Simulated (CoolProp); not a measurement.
n-nonane at 293.15 K and 2.8 MPa flows at 21 m/s in a round tube of 1 mm bore and 45 µm roughness, fully developed (64/Re and Nu = 3.66 if laminar; Colebrook and Gnielinski if turbulent). Each further row changes one setting.

Computed with CoolProp (reference Helmholtz-energy equation of state, Lemmon 2006). It is a short technical equation, of lower accuracy than the large ones.

```
case             Reynolds number  Darcy friction factor  pressure drop (Pa/m)  heat-transfer coefficient (W/(m² K))  mass flow (kg/h)
---------------  ---------------  ---------------------  --------------------  ------------------------------------  ----------------
as stated                  21000                 0.0693                   ___                                 44900              42.8
velocity 42 m/s            42000                    ___                4.37e7                                 91700               ___
diameter 2 mm              42000                    ___                   ___                                   ___               ___
```

Task: Fill in the missing entries.

Result: 
- as stated, pressure drop (Pa/m): 1.10e7
- velocity 42 m/s, Darcy friction factor: 0.0687
- velocity 42 m/s, mass flow (kg/h): 85.5
- diameter 2 mm, Darcy friction factor: 0.0518
- diameter 2 mm, pressure drop (Pa/m): 4110000
- diameter 2 mm, heat-transfer coefficient (W/(m² K)): 38800
- diameter 2 mm, mass flow (kg/h): 171

Viscosity comes from a separate model (Huber 2004). Thermal conductivity comes from a separate model (Huber 2005).
